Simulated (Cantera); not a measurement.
A perfectly stirred reactor is fed with CH4 : CO2 = 1 : 0.36 (molar parts), at 12.0 bar; it is held at 1523 K, and followed from long to short residence time.

Cantera simulation using GRI-Mech 3.0 (53 species, 325 reactions); the numbers are that mechanism's predictions, not measurements. GRI-Mech 3.0 stops at C3 and has no aromatics, soot or wall deposition, so with more carbon than oxygen in the feed, carbon stays in small species such as C2H2 where larger ones or solid carbon would form. The pressure lies above the range GRI-Mech 3.0 was tuned for (to about 10 atm).

Question: What does this change do: temperature 1523 to 1500 K?

Answer: 
```tsv
quantity	before	after
x(CH4) at τ = 7.10 s	0.273	0.296
x(CO2) at τ = 7.10 s	0.0237	0.0313
x(CH2CO) at τ = 7.10 s	9.08e-6	9.55e-6
x(C2H) at τ = 7.10 s	1.07e-9	7.48e-10
x(O2) at τ = 7.10 s	<1e-12	<1e-12
x(CH4) at τ = 97.0 ms	0.391	0.449
x(CO2) at τ = 97.0 ms	0.138	0.169
x(CH2CO) at τ = 97.0 ms	1.03e-5	6.24e-6
x(C2H) at τ = 97.0 ms	1.56e-9	8.04e-10
x(O2) at τ = 97.0 ms	<1e-12	<1e-12
```

Question: What does this change do: pressure from 12.0 bar to 1.00 bar?

Answer: 
```csv
quantity,before,after
x(CH4) at τ = 7.10 s,0.273,0.107
x(CO2) at τ = 7.10 s,0.0237,0.0198
x(CH2CO) at τ = 7.10 s,9.08e-6,1.24e-5
x(C2H) at τ = 7.10 s,1.07e-9,8.79e-9
x(O2) at τ = 7.10 s,<1e-12,<1e-12
x(CH4) at τ = 97.0 ms,0.391,0.527
x(CO2) at τ = 97.0 ms,0.138,0.214
x(CH2CO) at τ = 97.0 ms,1.03e-5,3.01e-6
x(C2H) at τ = 97.0 ms,1.56e-9,3.05e-9
x(O2) at τ = 97.0 ms,<1e-12,<1e-12
```
